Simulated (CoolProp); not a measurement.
Vapour-liquid equilibrium of p-xylene (1) + n-nonane (2) at 139 kPa; x and y are mole fractions of (1).

Computed with CoolProp (multi-fluid Helmholtz-energy mixture model, Zhou 2012 and Lemmon 2006; pair parameters Bell 2016).

Give the bubble temperature and the first vapour's composition at x = 0.275, 0.65, 0.725. Is there an azeotrope?

x = 0.275: 432.1 K, y = 0.338; x = 0.65: 427.5 K, y = 0.710; x = 0.725: 426.7 K, y = 0.776. No azeotrope shows between x = 0.05 and 0.95.

Pair parameters are fitted to limited data, so mixtures are less certain than the pure fluids.
